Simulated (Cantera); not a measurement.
Equilibrium for carbothermic reduction: Cu2O + C + N2

Input: 1 mol Cu2O, 0.43 mol C, 0.5 mol N2, at 2398 K.

Equilibrium computed with Cantera from the NASA thermochemical tables; the gas is ideal and each condensed phase is pure. Candidate condensed phases: C, Cu, CuO, Cu2O; 27 gas species. Each liquid is taken as pure. Mutual solubility and eutectic melting of coexisting phases are not modelled. Equilibrium is a limit: real reactors are often held back by kinetics, nucleation or transport.

```tsv
P (Pa)	log p Cu	log p N2	log p CO2	log p O	log p CO	log p O2	n Cu(l)	n Cu2O(l)
10	-4.23	-4.84	-6.11	-4.93	-4.93	-5.72	0	0
68	-3.38	-3.99	-4.75	-4.35	-4.15	-4.57	0	0
460	-2.54	-3.14	-3.59	-3.90	-3.43	-3.67	0	0
3200	-1.69	-2.29	-2.55	-3.51	-2.79	-2.89	0	0
22000	-1.03	-1.22	-1.36	-3.04	-2.07	-1.95	1.21	0
150000	-1.03	-0.16	-0.25	-2.55	-1.44	-0.97	1.93	0
1000000	-1.03	0.72	0.63	-2.48	-0.63	-0.84	1.73	0.130
```
log p: log10 of the partial pressure in bar; n: condensed amount in mol.

From 0.0750 Torr to 24.0 Torr nothing is condensed. From 165 Torr to 1130 Torr the condensed part is Cu(l). At 7500 Torr the condensed part is Cu(l) + Cu2O(l). The main Cu-bearing gas is Cu throughout.
